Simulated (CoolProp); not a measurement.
Properties of sulfur dioxide at several states (Tc = 157.5 °C, pc = 7.887 MPa, ω = 0.256).

Model: reference Helmholtz-energy equation of state, Gao 2016, in CoolProp.

```csv
T (°C),p (MPa),phase,Z,cp (kJ/(kg K)),cv (kJ/(kg K)),speed of sound (m/s),Joule-Thomson coefficient (K/MPa),fugacity coefficient
4.55,1.73,liquid,0.03367,1.366,…,…,-0.2464,0.1067
-50.65,0.169,liquid,0.003738,…,0.8500,…,-0.3002,0.06533
-24.95,20.9,liquid,0.4250,…,0.8316,…,-0.3017,0.003577
200.55,0.0469,gas,0.9985,…,0.5857,273.8,9.679,0.9985
127.55,0.776,gas,0.9546,0.7353,0.5725,246.5,15.15,0.9563
```

**Question.** Fill in the missing entries.

**Answer.** 
- 4.55, cv (kJ/(kg K)): 0.8163
- 4.55, speed of sound (m/s): 972.8
- -50.65, cp (kJ/(kg K)): 1.365
- -50.65, speed of sound (m/s): 1198
- -24.95, cp (kJ/(kg K)): 1.336
- -24.95, speed of sound (m/s): 1167
- 200.55, cp (kJ/(kg K)): 0.7164
